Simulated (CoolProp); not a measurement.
Vapour-liquid equilibrium of CH2F2 (R32) (1) + R1234yf (2) at 0.0226 MPa; x and y are mole fractions of (1).

Computed with CoolProp (multi-fluid Helmholtz-energy mixture model, Tillner-Roth 1997 and Lemmon 2022; pair parameters Bell 2023).

```
x      bubble temperature (°C)  y at the bubble point  dew temperature at overall composition x (°C)  liquid density (mol/L)
-----  -----------------------  ---------------------  ---------------------------------------------  ----------------------
0.05                     -62.1                  0.219                                          -59.5                   12.13
0.125                    -65.9                  0.430                                          -60.6                   12.70
0.2                      -68.7                  0.562                                          -61.8                   13.28
0.275                    -70.8                  0.648                                          -63.0                   13.91
0.35                     -72.4                  0.708                                          -64.4                   14.59
0.425                    -73.5                  0.751                                          -65.8                   15.32
0.5                      -74.4                  0.784                                          -67.4                   16.13
0.575                    -75.1                  0.812                                          -69.0                   17.01
0.65                     -75.6                  0.836                                          -70.9                   18.01
0.725                    -76.1                  0.860                                          -72.8                   19.12
0.8                      -76.5                  0.886                                          -74.8                   20.37
0.875                    -76.8                  0.918                                          -76.3                   21.79
0.95                     -77.1                  0.961                                          -77.0                   23.41
```

No azeotrope shows between x = 0.05 and 0.95.

Pair parameters are fitted to limited data, so mixtures are less certain than the pure fluids.
